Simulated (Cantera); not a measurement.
**Counterflow diffusion flame**

A counterflow diffusion flame at 2.30 bar, nozzles 20 mm apart: fuel side CH₄ : N₂ = 1 : 1 (molar parts) at 550 K, oxidiser side O₂ : N₂ = 0.22 : 0.78 (molar parts) at 673 K, fuel mass flux 0.86 times the oxidiser's; mixture-averaged transport, no radiation.

Model: GRI-Mech 3.0 (53 species, 325 reactions), integrated in Cantera. GRI-Mech 3.0 has no aromatics or soot, which form on the fuel side of real flames. The maximum strain rate includes the flame's own expansion and is several times the mean.

```tsv
oxidiser flux (kg/m²/s)	max strain (1/s)	mean strain (1/s)	T max (K)	peak x OH	peak x H	peak x NO	peak x CO	peak x C₂H₂
0.57	193	46.1	2232	0.00724	0.00248	0.000382	0.0505	0.0121
0.93	302	75.3	2207	0.00745	0.00269	0.000348	0.0490	0.0109
1.5	472	121	2187	0.00761	0.00290	0.000313	0.0479	0.00974
2.5	762	202	2166	0.00772	0.00312	0.000270	0.0471	0.00860
4	1190	324	2142	0.00766	0.00328	0.000220	0.0465	0.00751
6.4	1850	518	2111	0.00743	0.00337	0.000166	0.0462	0.00637
10	2830	809	2075	0.00700	0.00336	0.000112	0.0462	0.00520
```
x: mole fraction; the columns are a selection and need not sum to one.
